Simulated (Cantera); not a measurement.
Cantera run:

```python
import numpy as np
import cantera as ct

gas_names = """
    Br Br2 Ca CaBr CaBr2 CaO CaOH CaO2H2 Ca2 H HBr HNO HNO2 HNO3 HO2 H2 H2O H2O2 N NH NH2 NH3 NH2OH NO
    NO2 NO3 N2 N2H2 N2H4 N2O O OH O2 O3
""".split()
cond_names = """
    Br2(cr) Br2(L) Ca(a) Ca(b) Ca(L) CaBr2(s) CaBr2(L) CaO(s) CaO(L) CaO2H2(s) H2O(s) H2O(L)
""".split()


# ... load() reads the species with a 1 bar reference pressure and builds the phases ...
atoms = {
    'CaO': {'Ca': 1, 'O': 1},
    'HBr': {'H': 1, 'Br': 1},
    'N2': {'N': 2},
}
top_T = {}  # K; cautious upper limits of use, not melting points


# ... equilibrate(T, P, feed) seeds the gas with the atoms and calls Mixture.equilibrate('TP', solver="vcs", rtol=1e-11, max_steps=5000) ...
results = []
feed = {'CaO': 1, 'HBr': 42, 'N2': 7.5}  # mol
P = 1000  # Pa
for T in [1148, 1248, 1348, 1448, 1548, 1648, 1748, 1848]:
    mix = equilibrate(T, P, feed)
    results.append((T, P, feed, dict(zip(mix.species_names, mix.species_moles))))

top = {s: max(r[3][s] / sum(r[3][g] for g in gas_names) for r in results) for s in gas_names}
cols = sorted((s for s in top if top[s] > 0.001), key=lambda s: -top[s])[:7]
seen = [c for c in cond_names if any(r[3].get(c, 0) > 1e-12 for r in results)]
print("log10 of partial pressures in bar; condensed amounts in mol")
print(f"{'T/K':>10s}" + "".join(f"{s[:9]:>10s}" for s in cols + seen))
for T, P, feed, n in results:
    ng = sum(n[g] for g in gas_names)
    print(f"{T:10.4g}" + "".join(f"{np.log10(max(n[s] / ng * P / 1e5, 1e-99)):10.3f}" for s in cols)
          + "".join(f"{n.get(c, 0):10.4g}" for c in seen))
```

Result:

```
log10 of partial pressures in bar; condensed amounts in mol
       T/K       HBr        Br        N2        H2       H2O     CaBr2         H  CaBr2(L)
      1148    -2.089    -4.241    -2.813    -4.475    -3.688    -4.661    -9.382    0.8936
      1248    -2.102    -3.866    -2.821    -4.136    -3.696    -3.765    -8.398    0.1468
      1348    -2.115    -3.552    -2.826    -3.837    -3.701    -3.701    -7.554         0
      1448    -2.134    -3.288    -2.831    -3.581    -3.706    -3.706    -6.826         0
      1548    -2.163    -3.067    -2.839    -3.364    -3.714    -3.714    -6.193         0
      1648    -2.205    -2.884    -2.849    -3.182    -3.724    -3.724    -5.642         0
      1748    -2.261    -2.734    -2.862    -3.034    -3.737    -3.737    -5.158         0
      1848    -2.333    -2.613    -2.876    -2.916    -3.752    -3.752    -4.734         0
```

These are equilibrium values from Cantera (NASA tables, ideal gas, pure condensed phases), not measurements of a reactor.
